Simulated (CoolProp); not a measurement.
Model: reference Helmholtz-energy equation of state, Schmidt 1985, in CoolProp.

Task: For oxygen, give the phase and the expansivity (1/kK), conductivity (mW/(m K)) at -115.95 °C and 1890 kPa.

Result: 
- -115.95 °C and 1890 kPa: gas; expansivity 9.67, conductivity 16.4

Thermal conductivity comes from a separate model (Lemmon 2004).
